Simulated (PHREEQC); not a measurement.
**Ultrapure water in contact with air or piping (model solution)**

Synthetic water in mg/L, 25 °C, pH 7.82, pe 12.8: Na 0.0103; K 0.0273; Ca 0.0328; Mg 0.0115; Cl 0.0568; S(6) as SO4 0.0224; Alkalinity as HCO3 0.0989; F 0.00035; B 1.07e-05; N(5) as NO3 5.85e-05; O(0) (dissolved oxygen) 0.0001.

Valence states are taken as typed.

Model: ion-association model, phreeqc.dat, run in PHREEQC.

| Item | Result |
|---|---|
| ionic strength | 5.26e-6 mol/kgw |
| charge-balance error | 0.3 % |

| species | molality | activity | log γ |
|---|---|---|---|
| Cl- | 1.60e-6 | 1.60e-6 | -0.001 |
| HCO3- | 9.59e-7 | 9.57e-7 | -0.001 |
| Ca+2 | 8.18e-7 | 8.10e-7 | -0.005 |
| K+ | 6.98e-7 | 6.96e-7 | -0.001 |
| OH- | 6.70e-7 | 6.69e-7 | -0.001 |
| Mg+2 | 4.73e-7 | 4.68e-7 | -0.005 |
| Na+ | 4.48e-7 | 4.47e-7 | -0.001 |
| SO4-2 | 2.33e-7 | 2.31e-7 | -0.005 |
| CO2 | 3.26e-8 | 3.26e-8 | 0.000 |
| F- | 1.84e-8 | 1.84e-8 | -0.001 |
| H+ | 1.52e-8 | 1.51e-8 | -0.001 |
| O2 | 3.12e-9 | 3.12e-9 | 0.000 |
| CO3-2 | 3.00e-9 | 2.96e-9 | -0.005 |

This is a speciation only: nothing precipitates in the calculation. Real BF4- forms and hydrolyses slowly; the run takes it at equilibrium.
